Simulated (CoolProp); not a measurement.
A Linde-Hampson liquefier for nitrogen: isothermal reversible compression at 230 K from 1 atm to 20 MPa, throttling to 1 atm, return gas leaving the recuperator 2 K below the feed. Each further row changes one setting.

Computed with CoolProp (reference Helmholtz-energy equation of state, Span 2000).

| case | liquid yield per pass | compression work (kJ/kg of gas) |
|---|---|---|
| as stated | 0.156 | 351 |
| high pressure 40 MPa | 0.185 | 403 |
| warm-end temperature 260 K | 0.109 | 404 |
| warm-end gap 7 K | 0.144 | 351 |
